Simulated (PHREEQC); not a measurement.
A column of 0.1 m (30 cells, dispersivity 0.0035 m, 60 s a shift, diffusion coefficient 3e-10 m²/s) holds 0.15 eq of the database's cation exchanger X per kg of pore water, first in equilibrium with 0.0015 mol/kgw CdCl2, 0.034 mol/kgw MgSO4, 0.028 mol/kgw MgCl2 and 1e-05 mol/kgw HCl. It is flushed with 0.0045 mol/kgw MnCl2, 0.076 mol/kgw KBr and 1e-05 mol/kgw HCl, at 25 °C. Values are for the last cell. CO2 from the air is kept out. No solid was allowed to form.

Model: ion-association model, phreeqc.dat, run in PHREEQC.

```csv
pore volumes,Br in solution (mol/kgw),K in solution (mol/kgw),S in solution (mol/kgw),Mn in solution (mol/kgw),Cd in solution (mol/kgw)
0,0,0,0.0340,0,0.00150
0.4167,3.05e-5,2.52e-13,0.0340,9.89e-12,0.00150
0.8167,0.0200,1.35e-6,0.0251,2.16e-6,0.00161
1.217,0.0615,0.000248,0.00649,7.60e-5,0.00155
1.617,0.0741,0.00314,0.000846,0.000488,0.000756
1.817,0.0754,0.00689,0.000266,0.000892,0.000445
2.217,0.0760,0.0194,2.25e-5,0.00194,0.000126
2.617,0.0760,0.0351,1.67e-6,0.00295,3.02e-5
3.017,0.0760,0.0494,1.15e-7,0.00368,6.44e-6
3.417,0.0760,0.0602,7.59e-9,0.00411,1.28e-6
3.817,0.0760,0.0672,4.85e-10,0.00433,2.42e-7
4.217,0.0760,0.0713,3.04e-11,0.00443,4.46e-8
4.417,0.0760,0.0727,7.57e-12,0.00446,1.90e-8
4.817,0.0760,0.0743,4.66e-13,0.00449,3.42e-9
5.217,0.0760,0.0752,2.85e-14,0.00450,6.10e-10
5.617,0.0760,0.0756,0,0.00450,1.08e-10
6.017,0.0760,0.0758,0,0.00450,1.91e-11
```
